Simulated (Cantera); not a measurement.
A perfectly stirred reactor is fed with NH₃ : N₂ = 2.1 : 11 (molar parts), at 27.0 Torr; it is held at 2323 K, and followed from long to short residence time.

Computed with Cantera and the gas-phase N/H chemistry of the illustrative SiF4/NH3 mechanism in the Surface Chemkin manual (1991). Walls and surfaces, which speed up NH3 decomposition in real reactors, are not modelled.

**Question.** Predict: x(NH₃) at τ = 0.510 s; x(NH₂) at τ = 0.510 s; x(H) at τ = 0.510 s; x(N₂) at τ = 0.510 s; x(H₂) at τ = 0.510 s; x(NH₃) at τ = 12.0 ms; x(NH₂) at τ = 12.0 ms; x(H) at τ = 12.0 ms; x(N₂) at τ = 12.0 ms; x(H₂) at τ = 12.0 ms.

**Answer.** 
```
Property                  Value
---------------------  --------
x(NH₃) at τ = 0.510 s    0.0121
x(NH₂) at τ = 0.510 s  0.000255
x(H) at τ = 0.510 s     0.00127
x(N₂) at τ = 0.510 s      0.796
x(H₂) at τ = 0.510 s      0.191
x(NH₃) at τ = 12.0 ms     0.123
x(NH₂) at τ = 12.0 ms   0.00154
x(H) at τ = 12.0 ms    0.000199
x(N₂) at τ = 12.0 ms      0.828
x(H₂) at τ = 12.0 ms     0.0471
```
